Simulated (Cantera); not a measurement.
Input: 1 mol SiHCl3, 0.7 mol HCl, 52 mol H2, held at 1350 K and 0.133 bar.

Cantera equilibrium calculation (NASA polynomials, part measured and part estimated; ideal gas, pure solids and liquids). Candidate condensed phases: Si; 19 gas species. The tables' values for SiCl3 are old estimates; treat these amounts as uncertain. The numbers say what is thermodynamically allowed, not how fast it happens.

Base state: H2 0.944, HCl 0.0474, SiCl2 0.00668, SiCl3 0.000870, SiHCl3 0.000645, SiCl4 0.000565, SiH2Cl2 0.000107 (mole fractions); condensed: Si(s).

Q: What changes in the equilibrium state with this change: H2 from 52 to 85 mol?

A: 
```tsv
species	before	after
H2	0.944	0.963
HCl	0.0474	0.0335
SiCl2	0.00668	0.00327
SiCl4	0.000565	0.000135
SiCl3	0.000870	0.000298
Si(s), mol	0.515	0.651
```
